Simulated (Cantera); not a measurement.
Charge: 1 mol PbO, 2.7 mol CH₄, 7.4 mol H₂, at 1227 °C and 72.0 Pa.

Cantera equilibrium calculation (NASA polynomials, part measured and part estimated; ideal gas, pure solids and liquids). Candidate condensed phases: C, C₆H₆, C₇H₈, C₈H₁₈, H₂O, Pb, PbO, PbO₂, Pb₃O₄; 113 gas species. Kinetics and transport are ignored.

Base state: H₂ 0.864, CO 0.0675, Pb 0.0675, H 0.000610 (mole fractions); condensed: C(graphite).

Q: What changes in the equilibrium state with this change: PbO replaced by Fe₂O₃?

A: 
| species | before | after |
|---|---|---|
| H₂ | 0.864 | 0.807 |
| CO | 0.0675 | 0.173 |
| H₂O | 7.22e-8 | 0.0179 |
| Pb | 0.0675 | 0 |
| Fe | 0 | 0.000208 |
| CO₂ | 2.18e-9 | 0.00148 |
| H | 0.000610 | 0.000589 |
| C(graphite), mol | 1.70 | 0 |
| Fe(γ), mol | 0 | 2.00 |
Further candidate phases: Fe, Fe(CO)₅, FeO, Fe(OH)₂, Fe(OH)₃, Fe₂O₃, Fe₃O₄.
